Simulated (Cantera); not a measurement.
Charge: 1 mol PbO, 0.24 mol H₂, 0.86 mol N₂, equilibrated at 240 Pa.

Method: chemical equilibrium by Gibbs-energy minimisation in Cantera with the NASA 1993 tables (ideal gas, pure condensed phases). Candidate condensed phases: H₂O, Pb, PbO, PbO₂, Pb₃O₄; 27 gas species. Equilibrium is a limit: real reactors are often held back by kinetics, nucleation or transport.

x: gas mole fraction; n: condensed amount in mol.

| T (K) | x N₂ | x H₂O | x Pb | x H₂ | x PbO | n Pb(s) | n PbO(red) | n Pb(l) | n PbO(yellow) |
|---|---|---|---|---|---|---|---|---|---|
| 500 | 0.782 | 0.218 | <1e-12 | 1.37e-6 | <1e-12 | 0.240 | 0.760 | 0 | 0 |
| 550 | 0.782 | 0.218 | 6.36e-11 | 2.44e-6 | <1e-12 | 0.240 | 0.760 | 0 | 0 |
| 600 | 0.782 | 0.218 | 2.15e-9 | 4.01e-6 | <1e-12 | 0.240 | 0.760 | 0 | 0 |
| 650 | 0.782 | 0.218 | 3.90e-8 | 5.76e-6 | (withheld) | 0 | 0.760 | 0.240 | 0 |
| 700 | 0.782 | 0.218 | 4.64e-7 | 7.93e-6 | (withheld) | 0 | 0.760 | 0.240 | 0 |
| 750 | 0.782 | 0.218 | 3.95e-6 | 1.06e-5 | (withheld) | 0 | 0.760 | 0.240 | 0 |
| 800 | 0.782 | 0.218 | 2.56e-5 | 1.38e-5 | (withheld) | 0 | 0 | 0.240 | 0.760 |
| 850 | 0.782 | 0.218 | 0.000133 | 1.75e-5 | (withheld) | 0 | 0 | 0.240 | 0.760 |

Q: Some entries are withheld; supply them.

A: 
- 650, x PbO: 1.64e-12
- 700, x PbO: 6.90e-11
- 750, x PbO: 1.75e-9
- 800, x PbO: 2.92e-8
- 850, x PbO: 3.47e-7
